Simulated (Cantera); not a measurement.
Cantera run:

```python
import numpy as np
import cantera as ct

gas_names = """
    B BH BH2 BH3 BN BO BO2 B2 B2O B2O2 B2O3 B3O3H3 H HBO HBO2 HNO HNO2 HNO3 HO2 H2 H2O H2O2 H3B3O6 N NH
    NH2 NH3 NH2OH NO NO2 NO3 N2 N2H2 N2H4 N2O O OH O2 O3
""".split()
cond_names = """
    B(b) B(L) BN(s) B2O3(L) B3O3H3(cr) H2O(s) H2O(L)
""".split()


def load(file, names, dense=False):
    # The tables refer to 1 bar. Condensed volumes are neglected.
    table = {s.name: s for s in ct.Species.list_from_file(file)}
    out = []
    for n in names:
        d = dict(table[n].input_data)
        d["thermo"] = dict(d["thermo"], **{"reference-pressure": 1e5})
        if dense:
            d["equation-of-state"] = {"model": "constant-volume", "density": "1e6 g/cm^3"}
        out.append(ct.Species.from_dict(d))
    return out


gas = ct.Solution(thermo="ideal-gas", species=load("nasa_gas.yaml", gas_names))
cond = {s.name: ct.Solution(thermo="fixed-stoichiometry", species=[s], name=s.name)
        for s in load("nasa_condensed.yaml", cond_names, dense=True)}
atoms = {
    'B': {'B': 1},
    'H2O': {'H': 2, 'O': 1},
    'N2': {'N': 2},
}
top_T = {'BN(s)': 3200}  # K; cautious upper limits of use, not melting points


def equilibrate(T, P, feed):
    n = {}
    for name, mol in feed.items():
        for a, k in atoms[name].items():
            n[a] = n.get(a, 0.0) + k * mol
    gas.TPX = T, P, n
    mass = sum(n.values()) * gas.mean_molecular_weight
    gas.equilibrate("TP")
    valid = [c for c in cond.values() if c.min_temp <= T <= top_T.get(c.name, c.max_temp)]
    mix = ct.Mixture([(gas, mass / gas.mean_molecular_weight)] + [(c, 0.0) for c in valid])
    mix.T, mix.P = T, P
    mix.equilibrate("TP", solver="vcs", rtol=1e-11, max_steps=5000)
    return mix


results = []
feed = {'B': 1, 'H2O': 0.15, 'N2': 0.11}  # mol
T = 2000  # K
P = 570  # Pa
mix = equilibrate(T, P, feed)
results.append((T, P, feed, dict(zip(mix.species_names, mix.species_moles))))
print(gas.report(threshold=1e-05))
for i in range(1, mix.n_phases):
    print(f"{mix.phase(i).name:16s} {mix.phase_moles(i):12.5e} mol")
```

It prints:

```
       temperature   2000 K
          pressure   570 Pa
           density   0.00063384 kg/m^3
  mean mol. weight   18.491 kg/kmol
   phase of matter   gas

                          1 kg             1 kmol
                     ---------------   ---------------
          enthalpy       -2.3111e+06       -4.2734e+07  J
   internal energy       -3.2103e+06       -5.9363e+07  J
           entropy             16409        3.0342e+05  J/K
    Gibbs function       -3.5129e+07       -6.4957e+08  J
 heat capacity c_p            2582.9             47762  J/K
 heat capacity c_v            2133.3             39447  J/K

                      mass frac. Y      mole frac. X     chem. pot. / RT
                     ---------------   ---------------   ---------------
                 B         1.367e-05        2.3383e-05           -3.2404
               BH2        0.00017025        0.00024545           -28.534
                BO           0.11349          0.078275           -36.179
               B2O         0.0023428         0.0011516           -39.419
              B2O2           0.49528           0.17081           -72.358
              B2O3          0.024185         0.0064239            -105.3
                 H        0.00085032          0.015599           -12.647
               HBO           0.27284           0.18137           -48.825
              HBO2         0.0023411        0.00098799           -81.764
                H2          0.057177           0.52444           -25.293
               H2O        1.5462e-05         1.587e-05           -58.232
                N2          0.031284          0.020649           -35.988
     [  +27 minor]        1.1964e-05        7.9901e-06

B(b)              6.41377e-01 mol
BN(s)             2.10067e-01 mol
B2O3(L)           0.00000e+00 mol
B3O3H3(cr)        0.00000e+00 mol
```

These are equilibrium values from Cantera (NASA tables, ideal gas, pure condensed phases), not measurements of a reactor. Mutual solubility and eutectic melting of coexisting phases are not modelled. The tables' values for BH2 are old estimates; treat these amounts as uncertain.
